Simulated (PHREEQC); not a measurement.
Solution (80 °C): 190 mmol/kgw Ni(NO3)2, 2.7 mmol/kgw KCl and 1.5 mmol/kgw MnSO4. Closed to the air; pH follows from the charge balance.

Model: ion-association model, wateq4f.dat, run in PHREEQC.

This is a speciation only: nothing precipitates in the calculation.

Problem. Estimate the pH, activity of water.

Solution. pH 4.88; activity of water 0.990.

Problem. In which forms is S present?

Solution. NiSO4 66 %, SO4-2 33 %, MnSO4 0.6 % of the S.

Complexes and solids missing from the database can't appear. At this temperature some constants are extrapolated from 25 °C, and those without enthalpy data are left unchanged.
